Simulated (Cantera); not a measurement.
Input: 1 mol CCl₄, 0.22 mol H₂, equilibrated at 3300 °C and 13300 Pa.

Equilibrium computed with Cantera from the NASA thermochemical tables; the gas is ideal and each condensed phase is pure. Candidate condensed phases: C, C₆H₆, C₇H₈, C₈H₁₈; 91 gas species. The tables' values for CCl are old estimates; treat these amounts as uncertain. Kinetics and transport are ignored.

Base state: Cl 0.823, H 0.0661, C₃ 0.0529, HCl 0.0228, C 0.0190, C₂ 0.0116, C₂H 0.00150, H₂ 0.00121 (mole fractions); condensed: gas only.

What changes in the equilibrium state with this change: H₂ from 0.22 to 0.79 mol?


| species | before | after |
|---|---|---|
| Cl | 0.823 | 0.659 |
| H | 0.0661 | 0.200 |
| HCl | 0.0228 | 0.0550 |
| H₂ | 0.00121 | 0.0110 |
| C₃ | 0.0529 | 0.0421 |
| C₂ | 0.0116 | 0.00997 |
| C | 0.0190 | 0.0176 |
| C₂H₂ (acetylene) | 8.10e-5 | 0.000634 |
| C₄H₂ | 2.26e-6 | 1.52e-5 |
| CH | 4.91e-5 | 0.000137 |
